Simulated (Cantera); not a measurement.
Feed: 1 mol LiOH, a varied amount of H2, equilibrated at 1825 °C and 6.00 bar.

Equilibrium computed with Cantera from the NASA thermochemical tables; the gas is ideal and each condensed phase is pure. Candidate condensed phases: H2O, Li, LiH, LiOH, Li2O; 17 gas species. The numbers say what is thermodynamically allowed, not how fast it happens.

x: gas mole fraction; n: condensed amount in mol.

```csv
n(H2) (mol),x H2,x H2O,x LiOH,x Li,x Li2(OH)2,x Li2O,x H,n Li2O(l)
0.018,0.0274,0.576,0.388,0.00132,0.00418,0.00175,0.000208,0.370
0.032,0.0476,0.561,0.383,0.00176,0.00407,0.00175,0.000274,0.369
0.057,0.0814,0.535,0.374,0.00236,0.00388,0.00175,0.000359,0.366
0.1,0.134,0.496,0.360,0.00315,0.00360,0.00175,0.000460,0.362
0.19,___,___,0.335,___,___,0.00175,___,0.354
0.34,0.337,0.350,0.302,0.00595,0.00253,0.00175,0.000729,0.341
0.61,___,___,___,___,___,0.00175,___,0.321
1.1,0.598,0.173,0.213,0.0113,0.00126,0.00175,0.000971,0.290
```

Problem. Complete the blanks.

Solution. 
- 0.61, x H2: 0.467
- 0.61, x H2O: 0.259
- 0.61, x LiOH: 0.260
- 0.61, x Li: 0.00814
- 0.61, x Li2(OH)2: 0.00188
- 0.61, x H: 0.000859
- 0.19, x H2: 0.225
- 0.19, x H2O: 0.430
- 0.19, x Li: 0.00438
- 0.19, x Li2(OH)2: 0.00312
- 0.19, x H: 0.000596
